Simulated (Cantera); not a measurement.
## Premixed flame

A freely propagating, adiabatic, planar premixed flame of 46.9 % H₂, 8.68 % O₂, 41.3 % N₂, 3.10 % H₂O, equivalence ratio 2.7, unburnt at 498 K and 44000 Pa; mixture-averaged transport, grid criteria slope 0.08 and curve 0.16, no radiation.

Detailed kinetics in Cantera: the H2/O2 subset of GRI-Mech 3.0, which has no nitrogen chemistry. Burning velocities carry a grid error of a few per cent, more on coarse grids.

```tsv
z (mm)	T (K)	u (m/s)	x H₂	x O₂	x H₂O	x OH	x H₂O₂	x HO₂
-3.84	498	4.39	0.469	0.0868	0.0310	<1e-8	<1e-8	<1e-8
-2.56	498	4.39	0.469	0.0868	0.0310	<1e-8	<1e-8	<1e-8
-1.92	498	4.39	0.469	0.0868	0.0310	<1e-8	<1e-8	<1e-8
-1.28	498	4.39	0.469	0.0868	0.0310	<1e-8	<1e-8	6.18e-7
-0.641	529	4.64	0.465	0.0866	0.0327	6.39e-5	6.19e-6	0.000160
-0.320	735	6.31	0.438	0.0802	0.0514	0.000298	6.48e-6	8.48e-5
0	1053	8.85	0.370	0.0548	0.108	0.000660	4.27e-7	3.33e-5
0.320	1273	10.6	0.303	0.0166	0.183	0.00109	1.85e-7	9.02e-6
0.641	1368	11.4	0.285	0.00299	0.210	0.000996	9.38e-8	1.53e-6
1.28	1451	12.0	0.286	0.000177	0.216	0.00103	7.35e-8	8.58e-8
2.56	1535	12.7	0.294	4.85e-5	0.218	0.00107	6.08e-8	2.44e-8
5.12	1618	13.3	0.302	2.95e-5	0.219	0.000987	4.05e-8	1.53e-8
10.2	1687	13.7	0.309	1.54e-5	0.221	0.000806	2.23e-8	<1e-8
```
x: mole fraction of selected species; z is measured from the peak of heat release.

The laminar burning velocity is 439 cm/s and the thermal thickness comes out as 1.28 mm. The peak x(OH) comes out as 0.00109. The peak x(H₂O₂) comes out as 9.53e-6 and the peak x(HO₂) comes out as 0.000162. The grid points comes out as 130.
